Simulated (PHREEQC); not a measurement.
Solution (20 °C): 0.019 mol FeCl2 per kg of water. Closed to the air; pH follows from the charge balance.

Model: ion-association model, phreeqc.dat, run in PHREEQC.

Each row changes one thing in this solution. No solid was allowed to form.

| case | pH | FeCl+ (mol/kgw) | FeOH+ (mol/kgw) |
|---|---|---|---|
| as made | 5.85 | 0.000449 | 1.64e-6 |
| FeCl2 from 0.019 to 0.095 mol/kgw | 5.60 | 0.00637 | 3.18e-6 |
| diluted 2-fold with water | 5.97 | 0.000135 | 1.22e-6 |
| FeCl2 from 0.019 to 0.0019 mol/kgw | 6.25 | 7.29e-6 | 5.85e-7 |
| 0.00022 mol/kgw LiOH added | 7.98 | 0.000444 | 0.000219 |
| diluted 5-fold with water | 6.13 | 2.61e-5 | 8.08e-7 |
| FeCl2 from 0.019 to 0.0095 mol/kgw | 5.97 | 0.000135 | 1.22e-6 |
| temperature from 20 to 15 °C | 5.94 | 0.000451 | 1.35e-6 |

Species that the database lacks are ignored.
